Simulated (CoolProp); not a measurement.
Vapour-liquid equilibrium of 1-butene (1) + n-butane (2) at 2.43 bar; x and y are mole fractions of (1).

Values from CoolProp's multi-fluid Helmholtz-energy mixture model, Lemmon 2005 and Bücker 2006; pair parameters Bell 2016.

```csv
x,"bubble temperature, mixture model (°C)","bubble temperature, Raoult's law (°C)","y, mixture model","y, Raoult's law"
0.05,24.6,24.6,0.060,0.060
0.15,[?],23.9,0.178,0.177
0.25,23.1,23.2,0.290,0.290
0.35,22.3,22.6,0.398,0.397
0.45,21.6,21.9,0.500,0.500
0.55,21.0,21.3,0.597,0.600
0.65,20.3,20.6,[?],0.695
0.75,19.7,20.0,0.781,0.786
0.85,[?],19.4,0.869,0.874
0.95,18.7,18.8,0.956,0.959
```

Question: What belongs in the gaps?

Answer: 
- 0.15, bubble temperature, mixture model (°C): 23.8
- 0.65, y, mixture model: 0.691
- 0.85, bubble temperature, mixture model (°C): 19.2

The largest gap from Raoult's law is -0.3 K in bubble temperature, at x = 0.55. No azeotrope shows between x = 0.05 and 0.95.

Pair parameters are fitted to limited data, so mixtures are less certain than the pure fluids.
